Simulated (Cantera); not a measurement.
## SiH2Cl2 + N2O (silicon oxide and oxynitride deposition)

A closed system holds: 1 mol SiH2Cl2, 18 mol N2O, at 1.33 mbar.

Equilibrium computed with Cantera from the NASA thermochemical tables; the gas is ideal and each condensed phase is pure. Candidate condensed phases: H2O, NH4Cl, Si, SiO2, Si2N2O, Si3N4; 47 gas species. The tables hold silica as quartz up to 1696 K and as liquid above; real silica turns to tridymite and cristobalite and melts near 1996 K. Equilibrium is a limit: real reactors are often held back by kinetics, nucleation or transport.

| T (°C) | log p N2 | log p O2 | log p HCl | log p Cl | log p H2O | log p Cl2 | log p NO | log p O | n SiO2(β-quartz) | n SiO2(condensed) |
|---|---|---|---|---|---|---|---|---|---|---|
| 600 | -3.07 | -3.42 | -4.12 | -6.85 | -4.99 | -4.99 | -8.05 | -13.43 | 1.00 | 0 |
| 700 | -3.07 | -3.42 | -4.09 | -6.17 | -5.13 | -5.15 | -7.49 | -11.88 | 1.00 | 0 |
| 800 | -3.07 | -3.42 | -4.08 | -5.63 | -5.23 | -5.32 | -7.03 | -10.62 | 1.00 | 0 |
| 900 | -3.07 | -3.42 | -4.08 | -5.23 | -5.24 | -5.55 | -6.65 | -9.57 | 1.00 | 0 |
| 1000 | -3.07 | -3.42 | -4.09 | -4.95 | -5.16 | -5.87 | -6.34 | -8.68 | 1.00 | 0 |
| 1100 | -3.07 | -3.43 | -4.12 | -4.76 | -5.03 | -6.23 | -6.06 | -7.92 | 1.00 | 0 |
| 1200 | -3.07 | -3.43 | -4.16 | -4.61 | -4.90 | -6.59 | -5.83 | -7.27 | 1.00 | 0 |
| 1300 | -3.07 | -3.43 | -4.20 | -4.50 | -4.80 | -6.93 | -5.63 | -6.70 | 1.00 | 0 |
| 1400 | -3.07 | -3.44 | -4.26 | -4.40 | -4.71 | -7.25 | -5.45 | -6.19 | 1.000 | 0 |
| 1500 | -3.07 | -3.44 | -4.32 | -4.33 | -4.65 | -7.55 | -5.29 | -5.75 | 0 | 1.000 |
log p: log10 of the partial pressure in bar; n: condensed amount in mol.

From 600 °C to 1400 °C the condensed part is SiO2(β-quartz). At 1500 °C the condensed part is SiO2(condensed).
